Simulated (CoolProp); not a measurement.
Vapour-liquid equilibrium of ethane (1) + propylene (2) at 280.5 K; x and y are mole fractions of (1).

Model: multi-fluid Helmholtz-energy mixture model, Bücker 2006 and Lemmon 2013; pair parameters Bell 2016, in CoolProp.

Problem. Give the bubble pressure and the first vapour's composition at x = 0.45, 0.75, 0.85. Is there an azeotrope?

Solution. x = 0.45: 15.93 bar, y = 0.691; x = 0.75: 22.24 bar, y = 0.878; x = 0.85: 24.56 bar, y = 0.929. No azeotrope shows between x = 0.05 and 0.95.

Pair parameters are fitted to limited data, so mixtures are less certain than the pure fluids.
